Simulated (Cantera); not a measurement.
Charge: 1 mol SiCl4, 0.017 mol C2H2, 140 mol H2, at 2.20 mbar.

Cantera equilibrium calculation (NASA polynomials, part measured and part estimated; ideal gas, pure solids and liquids). Candidate condensed phases: C, C6H6, C7H8, C8H18, Si, SiC; 109 gas species. Mutual solubility and eutectic melting of coexisting phases are not modelled. Gases not in the tables: Si2H6 and higher silanes. Equilibrium is a limit: real reactors are often held back by kinetics, nucleation or transport.

Question: Which condensed phases are stable at each of these points (T (°C)): 1475, 1550, 1625, 1700, 1775, 1850, 1925, 2000?

Answer: 
```tsv
T (°C)	condensed phases	Si condensed (%)
1475	Si(l) + SiC(s)	60.0
1550	Si(l) + SiC(s)	40.0
1625	SiC(s)	2.2
1700	SiC(s)	1.1
1775	gas only	0.0
1850	gas only	0.0
1925	gas only	0.0
2000	gas only	0.0
```

From 1475 °C to 1550 °C the condensed part is Si(l) + SiC(s). From 1625 °C to 1700 °C the condensed part is SiC(s). From 1775 °C to 2000 °C nothing is condensed.
